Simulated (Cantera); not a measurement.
A perfectly stirred reactor is fed with H2 : O2 = 0.17 : 1 (molar parts), at 0.0133 bar; it is held at 1175 K, and followed from long to short residence time.

Cantera simulation using GRI-Mech 3.0 (53 species, 325 reactions); the numbers are that mechanism's predictions, not measurements. Radical loss at walls, strong at low pressure, is not modelled. The temperature is held fixed by assumption; the heat of reaction is taken as removed at once.

Question: What does this change do: O2 1 to 0.35 parts?

Answer: 
```json
[
 {"quantity": "x(H2) at τ = 6.90 s", "before": "0.000148", "after": "0.000359"},
 {"quantity": "x(O2) at τ = 6.90 s", "before": "0.842", "after": "0.608"},
 {"quantity": "x(OH) at τ = 6.90 s", "before": "0.000912", "after": "0.00131"},
 {"quantity": "x(H) at τ = 6.90 s", "before": "6.46e-5", "after": "0.000109"},
 {"quantity": "x(O) at τ = 6.90 s", "before": "0.000805", "after": "0.000675"},
 {"quantity": "x(H2) at τ = 98.0 ms", "before": "0.00206", "after": "0.00542"},
 {"quantity": "x(O2) at τ = 98.0 ms", "before": "0.829", "after": "0.598"},
 {"quantity": "x(OH) at τ = 98.0 ms", "before": "0.00371", "after": "0.00541"},
 {"quantity": "x(H) at τ = 98.0 ms", "before": "0.00406", "after": "0.00735"},
 {"quantity": "x(O) at τ = 98.0 ms", "before": "0.0123", "after": "0.0109"}
]
```

Question: What does this change do: 0.078 parts H2O added?

Answer: 
```csv
quantity,before,after
x(H2) at τ = 6.90 s,0.000148,0.000153
x(O2) at τ = 6.90 s,0.842,0.786
x(OH) at τ = 6.90 s,0.000912,0.000913
x(H) at τ = 6.90 s,6.46e-5,5.14e-5
x(O) at τ = 6.90 s,0.000805,0.000595
x(H2) at τ = 98.0 ms,0.00206,0.00220
x(O2) at τ = 98.0 ms,0.829,0.776
x(OH) at τ = 98.0 ms,0.00371,0.00371
x(H) at τ = 98.0 ms,0.00406,0.00329
x(O) at τ = 98.0 ms,0.0123,0.00926
```
